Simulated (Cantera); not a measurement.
Ta2O5 + CO + H2 (carbothermic reduction)

Feed: 1 mol Ta2O5, 4.2 mol CO, 3.4 mol H2, at 873 K and 0.133 bar.

These are equilibrium values from Cantera (NASA tables, ideal gas, pure condensed phases), not measurements of a reactor. Candidate condensed phases: C, C6H6, C7H8, C8H18, H2O, Ta, TaC, Ta2O5; 113 gas species. Equilibrium is a limit: real reactors are often held back by kinetics, nucleation or transport.

```
Property                              Result
---------------------------------  ---------
x(H2)                                  0.450
x(CO)                                  0.311
x(CO2)                                 0.147
x(H2O)                                0.0795
x(CH4)                                0.0121
n(C(graphite))                      1.31 mol
n(Ta2O5(s))                         1.00 mol
gas amount                         6.137 mol
log10 activity of TaC(s) (absent)      -9.46
log10 activity of Ta(s) (absent)      -17.90
```
